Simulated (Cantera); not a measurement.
Feed: 1 mol BF3, 4 mol O2, 0.14 mol H2, held at 1175 K and 66.0 Pa.

Equilibrium computed with Cantera from the NASA thermochemical tables; the gas is ideal and each condensed phase is pure. Candidate condensed phases: B, B2O3, B3O3H3, H2O; 43 gas species. Equilibrium is a limit: real reactors are often held back by kinetics, nucleation or transport.

Base state: O2 0.755, BF3 0.166, HF 0.0528, BOF 0.0253, H2O 0.000456, B3O3F3 0.000343, HBO2 6.11e-5, BOF2 2.30e-5 (mole fractions); condensed: gas only.

What changes in the equilibrium state with this change: pressure from 66.0 Pa to 0.133 bar?


```
species    before    after
-------  --------  -------
O2          0.755    0.768
BF3         0.166    0.173
HF         0.0528   0.0448
BOF        0.0253  0.00198
B3O3F3   0.000343  0.00676
H2O      0.000456  0.00496
BOF2      2.30e-5  2.50e-5
HBO2      6.11e-5  6.16e-5
```
Gases not in the tables: H3BO3.
